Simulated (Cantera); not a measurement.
N2O furnace oxynitridation

A perfectly stirred reactor is fed with N₂O : O₂ = 1 : 0.63 (molar parts), at 0.390 bar; it is held at 1300 K, and followed from long to short residence time.

Cantera simulation using GRI-Mech 3.0 (53 species, 325 reactions); the numbers are that mechanism's predictions, not measurements. GRI-Mech 3.0 was tuned for natural gas; its chemistry of N2O as a main component is partial and can be far from experiment. The mechanism lacks the step 2 NO + O2 → 2 NO2, which can matter for NO2 below about 1400 K. The temperature is held fixed by assumption; the heat of reaction is taken as removed at once.

```tsv
τ (s)	x N₂O	x O₂	x NO	x O	x N₂	x NO₂
12	0.0378	0.502	0.0398	3.29e-6	0.421	0.000166
4.7	0.0805	0.489	0.0450	4.45e-6	0.385	0.000181
1.8	0.162	0.470	0.0439	5.62e-6	0.323	0.000172
0.68	0.289	0.445	0.0343	6.53e-6	0.231	0.000131
0.26	0.424	0.420	0.0208	7.06e-6	0.134	7.74e-5
0.098	0.524	0.402	0.0100	7.31e-6	0.0636	3.53e-5
0.037	0.576	0.393	0.00423	7.41e-6	0.0266	1.31e-5
0.014	0.599	0.389	0.00167	7.45e-6	0.0105	3.95e-6
0.0054	0.608	0.388	0.000655	7.45e-6	0.00410	9.64e-7
0.0021	0.611	0.387	0.000255	7.41e-6	0.00160	1.90e-7
0.00078	0.613	0.387	9.37e-5	7.31e-6	0.000592	2.92e-8
```
x: mole fraction; the columns are a selection and need not sum to one.
